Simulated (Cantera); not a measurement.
Feed: 1 mol C2H5OH, 0.18 mol NH3, held at 1723 K and 1500 Torr.

Equilibrium computed with Cantera from the NASA thermochemical tables; the gas is ideal and each condensed phase is pure. Candidate condensed phases: C, C6H6, C7H8, C8H18, H2O; 136 gas species. Kinetics and transport are ignored.

Base state: H2 0.748, CO 0.229, N2 0.0204, CH4 0.00113, HCN 0.000512, H2O 0.000146, H 0.000112, C2H2 (acetylene) 6.77e-5 (mole fractions); condensed: C(graphite).

Problem. What changes in the equilibrium state with this change: temperature from 1723 K to 1600 K?

Solution. 
| species | before | after |
|---|---|---|
| H2 | 0.748 | 0.747 |
| CO | 0.229 | 0.229 |
| N2 | 0.0204 | 0.0206 |
| CH4 | 0.00113 | 0.00182 |
| HCN | 0.000512 | 0.000254 |
| H | 0.000112 | 3.32e-5 |
| C2H2 (acetylene) | 6.77e-5 | 2.06e-5 |
| HNC | 1.62e-5 | 5.80e-6 |
| CO2 | 1.28e-5 | 3.06e-5 |
| C(graphite), mol | 0.993 | 0.992 |

Problem. What changes in the equilibrium state with this change: temperature from 1723 K to 1200 K?

Solution. 
```csv
species,before,after
H2,0.748,0.728
CO,0.229,0.223
N2,0.0204,0.0212
CH4,0.00113,0.0168
H2O,0.000146,0.00844
H,0.000112,1.19e-7
C2H2 (acetylene),6.77e-5,7.48e-8
"C(graphite), mol",0.993,0.973
```

Problem. What changes in the equilibrium state with this change: C2H5OH replaced by C3H8?

Solution. 
| species | before | after |
|---|---|---|
| H2 | 0.748 | 0.977 |
| N2 | 0.0204 | 0.0204 |
| CH4 | 0.00113 | 0.00192 |
| CO | 0.229 | 0 |
| H2O | 0.000146 | 0 |
| CO2 | 1.28e-5 | 0 |
| C2H2 (acetylene) | 6.77e-5 | 8.84e-5 |
| H | 0.000112 | 0.000127 |
| HCN | 0.000512 | 0.000585 |
| C(graphite), mol | 0.993 | 2.99 |
